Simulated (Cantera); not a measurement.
An isothermal, constant-pressure homogeneous reactor starts with CH4 : H2 : H = 0.02 : 1 : 0.0074 (molar parts), at 2550 K and 13300 Pa.

Model: GRI-Mech 3.0 (53 species, 325 reactions), integrated in Cantera. GRI-Mech 3.0 stops at C3 and has no aromatics, soot or wall deposition, so with more carbon than oxygen in the feed, carbon stays in small species such as C2H2 where larger ones or solid carbon would form.

x: mole fraction; the columns are a selection and need not sum to one.

```csv
t (s),x CH4,x H2,x H,x C2H2,x CH2,x CH3,x C2H4
0.000800,0.000785,0.947,0.0430,0.00861,4.49e-5,[?],3.10e-6
0.00246,0.000124,0.937,0.0536,0.00915,1.18e-5,[?],1.19e-6
0.00755,2.50e-5,0.923,0.0680,0.00917,3.97e-6,[?],8.55e-7
0.0232,1.37e-5,0.910,0.0804,0.00911,3.10e-6,2.13e-5,6.89e-7
0.0713,1.30e-5,0.909,0.0820,0.00910,3.08e-6,2.08e-5,6.71e-7
0.219,1.30e-5,0.909,0.0820,0.00910,3.08e-6,2.08e-5,6.71e-7
0.673,1.30e-5,0.909,0.0820,0.00910,3.08e-6,2.08e-5,6.71e-7
2.07,1.30e-5,0.909,0.0820,0.00910,3.08e-6,2.08e-5,6.71e-7
6.36,1.30e-5,0.909,0.0820,0.00910,3.08e-6,2.08e-5,6.71e-7
19.5,1.30e-5,0.909,0.0820,0.00910,3.08e-6,2.08e-5,6.71e-7
60.0,1.30e-5,0.909,0.0820,0.00910,3.08e-6,2.08e-5,6.71e-7
```

Problem. Complete the blanks.

Solution. 
- 0.000800, x CH3: 0.000633
- 0.00246, x CH3: 0.000126
- 0.00755, x CH3: 3.27e-5
